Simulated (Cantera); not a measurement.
A closed system holds: 1 mol HMDSO, 1.5 mol H2O, 0.62 mol H2, at 700 °C and 7.50 Torr.

Method: chemical equilibrium by Gibbs-energy minimisation in Cantera with the NASA 1993 tables (ideal gas, pure condensed phases). Candidate condensed phases: C, C6H6, C7H8, C8H18, H2O, Si, SiC, SiO2; 123 gas species. The feed counts by its element totals alone. Rates play no part.

**Question.** What is the equilibrium state?

**Answer.** 
- x(H2) = 0.999
- x(CH4) = 0.00128
- x(CO) = 4.52e-6
- n(C(graphite)) = 5.24 mol
- n(SiC(s)) = 0.750 mol
- n(SiO2(β-quartz)) = 1.25 mol
- gas amount = 11.11 mol
- log10 activity of Si(s) (absent) = -3.52
